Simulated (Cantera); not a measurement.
Input: 1 mol HCl, 6 mol H2, held at 0.560 bar.

Method: chemical equilibrium by Gibbs-energy minimisation in Cantera with the NASA 1993 tables (ideal gas, pure condensed phases). Ions and electrons are included (thermal ionisation). The numbers say what is thermodynamically allowed, not how fast it happens. All values below are at 4750 K.

Base state: H 0.907, Cl 0.0706, H2 0.0200, HCl 0.00244 (mole fractions); condensed: gas only.

Q: What changes in the equilibrium state with this change: HCl replaced by H2S?

A: 
```json
[
 {"species": "H", "before": "0.907", "after": "0.912"},
 {"species": "S", "before": "0", "after": "0.0670"},
 {"species": "H2", "before": "0.0200", "after": "0.0203"},
 {"species": "Cl", "before": "0.0706", "after": "0"},
 {"species": "HCl", "before": "0.00244", "after": "0"},
 {"species": "SH", "before": "0", "after": "0.000973"}
]
```
Further candidate phases: S.
